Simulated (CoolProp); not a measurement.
The fluid at 293.15 K and 0.111 MPa flows at 0.26 m/s in a round tube of 2 mm bore and 45 µm roughness, fully developed (64/Re and Nu = 3.66 if laminar; Colebrook and Gnielinski if turbulent). The same conditions are run with several fluids, on thermodynamics alone (safety and materials aside).

The numbers come from the reference Helmholtz-energy equation of state of each fluid (R507A: Lemmon 2003; R410A: Lemmon 2003; oxygen: Schmidt 1985; R152A: Outcalt 1996; sulfur hexafluoride: Guder 2009) in CoolProp. Blends and air are pseudo-pure fits.

| fluid | Reynolds number | Darcy friction factor | pressure drop (Pa/m) | heat-transfer coefficient (W/(m² K)) | mass flow (kg/h) |
|---|---|---|---|---|---|
| R507A | 199 | 0.321 | 24.9 | 24.0 | 0.0135 |
| R410A | 138 | 0.464 | 26.3 | (withheld) | 0.00987 |
| oxygen | 37.4 | 1.71 | 42.2 | (withheld) | 0.00429 |
| R152A | (withheld) | 0.436 | 22.8 | 25.0 | 0.00907 |
| sulfur hexafluoride | 234 | 0.274 | 31.2 | 23.1 | 0.0198 |

Question: Complete the blanks.

Answer: 
- R410A, heat-transfer coefficient (W/(m² K)): 23.7
- oxygen, heat-transfer coefficient (W/(m² K)): 47.5
- R152A, Reynolds number: 147

Transport values come from each fluid's own correlations; those of R152A are estimates that may be off by 10 % or more.
